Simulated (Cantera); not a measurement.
## SiCl4 + Cl2 + H2 (chlorosilane synthesis and conversion)

Feed: 1 mol SiCl4, a varied amount of Cl2, 1.6 mol H2, at 1075 K and 630000 Pa.

Cantera equilibrium calculation (NASA polynomials, part measured and part estimated; ideal gas, pure solids and liquids). Candidate condensed phases: Si; 19 gas species. The tables' values for SiCl3 are old estimates; treat these amounts as uncertain. Rates play no part.

```json
[
 {"n(Cl2) (mol)": "0.5", "x HCl": "0.327", "x H2": "0.351", "x SiCl4": "0.318", "x Cl2": "4.40e-11"},
 {"n(Cl2) (mol)": "0.61", "x HCl": "0.383", "x H2": "0.305", "x SiCl4": "0.308", "x Cl2": "6.95e-11"},
 {"n(Cl2) (mol)": "0.75", "x HCl": "0.450", "x H2": "0.252", "x SiCl4": "0.296", "x Cl2": "1.16e-10"},
 {"n(Cl2) (mol)": "0.92", "x HCl": "0.524", "x H2": "0.192", "x SiCl4": "0.283", "x Cl2": "2.07e-10"},
 {"n(Cl2) (mol)": "1.1", "x HCl": "0.595", "x H2": "0.134", "x SiCl4": "0.269", "x Cl2": "3.81e-10"},
 {"n(Cl2) (mol)": "1.4", "x HCl": "0.700", "x H2": "0.0498", "x SiCl4": "0.250", "x Cl2": "1.42e-9"},
 {"n(Cl2) (mol)": "1.7", "x HCl": "0.744", "x H2": "3.44e-9", "x SiCl4": "0.233", "x Cl2": "0.0232"},
 {"n(Cl2) (mol)": "2.1", "x HCl": "0.681", "x H2": "6.30e-10", "x SiCl4": "0.213", "x Cl2": "0.106"}
]
```
x: gas mole fraction; nothing condenses.

From 0.5 mol Cl2 to 2.1 mol Cl2 nothing is condensed. The main Si-bearing gas is SiCl4 throughout.
